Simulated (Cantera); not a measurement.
A freely propagating, adiabatic, planar premixed flame of CH3OH : O2 : N2 = 1 : 1 : 3.76 (molar parts), equivalence ratio 1.5, unburnt at 625 K and 1.70 bar; mixture-averaged transport, grid criteria slope 0.08 and curve 0.16, no radiation.

Cantera simulation using GRI-Mech 3.0 (53 species, 325 reactions); the numbers are that mechanism's predictions, not measurements. GRI-Mech 3.0 was tuned for natural gas; its chemistry of methanol as a main component is partial and can be far from experiment. Burning velocities carry a grid error of a few per cent, more on coarse grids.

### Question
How do the results move with these cheaper or finer settings: unity-Lewis-number transport; multicomponent transport; multicomponent+Soret transport; grid criteria slope 0.5, curve 1; grid criteria slope 0.25, curve 0.5; grid criteria slope 0.03, curve 0.06?

### Answer
| setting | laminar burning velocity | thermal thickness | peak x(C2H) | peak x(O) | grid points |
|---|---|---|---|---|---|
| as above | 146 cm/s | 0.139 mm | 1.29e-8 | 0.00147 | 149 |
| unity-Lewis-number transport | 86.1 cm/s | 0.213 mm | 1.48e-8 | 0.00178 | 158 |
| multicomponent transport | 146 cm/s | 0.141 mm | 1.29e-8 | 0.00146 | 149 |
| multicomponent+Soret transport | 144 cm/s | 0.141 mm | 1.25e-8 | 0.00148 | 149 |
| grid criteria slope 0.5, curve 1 | 167 cm/s | 0.153 mm | 1.51e-8 | 0.00162 | 36 |
| grid criteria slope 0.25, curve 0.5 | 155 cm/s | 0.145 mm | 1.38e-8 | 0.00158 | 62 |
| grid criteria slope 0.03, curve 0.06 | 142 cm/s | 0.139 mm | 1.24e-8 | 0.00144 | 331 |
The base run took roughly 9 core-seconds.
Unity Lewis numbers drop preferential diffusion, which matters most where H2 and H carry the flame; Soret adds thermal diffusion.
